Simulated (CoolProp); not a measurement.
n-butane at 298.15 K and 0.109 MPa is throttled through a valve to 0.0209 MPa with no heat exchange. Each further row changes one setting.

Model: reference Helmholtz-energy equation of state, Bücker 2006, in CoolProp.

```tsv
case	temperature change (K)	final density (kg/m³)
as stated	-2.2	0.497
outlet pressure 0.00627 MPa	(withheld)	(withheld)
outlet pressure 0.0272 MPa	(withheld)	0.647
```

### Question
Complete the blanks.

### Answer

- outlet pressure 0.00627 MPa, temperature change (K): -2.6
- outlet pressure 0.00627 MPa, final density (kg/m³): 0.149
- outlet pressure 0.0272 MPa, temperature change (K): -2.1
